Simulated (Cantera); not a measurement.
Input: 1 mol Si, 0.03 mol O₂, 8.6 mol H₂, held at 46.0 Pa.

These are equilibrium values from Cantera (NASA tables, ideal gas, pure condensed phases), not measurements of a reactor. Candidate condensed phases: H₂O, Si, SiO₂; 18 gas species. Gases not in the tables: Si₂H₆ and higher silanes. The numbers say what is thermodynamically allowed, not how fast it happens. All values below are at 1773 K.

Base state: H₂ 0.975, H 0.0131, SiO 0.00685, Si 0.00463, SiH 0.000121, Si₂ 2.58e-5, SiH₂ 2.41e-5 (mole fractions); condensed: Si(l).

Q: What changes in the equilibrium state with this change: 0.57 mol H₂O added?

A: 
```
species       before     after
----------  --------  --------
H₂             0.975     0.919
SiO          0.00685    0.0636
H             0.0131    0.0127
SiH₂         2.41e-5   2.27e-5
SiH         0.000121  0.000118
Si₂          2.58e-5   2.58e-5
Si           0.00463   0.00463
Si(l), mol     0.898     0.322
```

Q: What changes in the equilibrium state with this change: O₂ from 0.03 to 0.013 mol?

A: 
```tsv
species	before	after
H₂	0.975	0.979
H	0.0131	0.0131
Si	0.00463	0.00463
SiO	0.00685	0.00298
SiH₂	2.41e-5	2.42e-5
SiH	0.000121	0.000121
Si₂	2.58e-5	2.58e-5
Si(l), mol	0.898	0.932
```
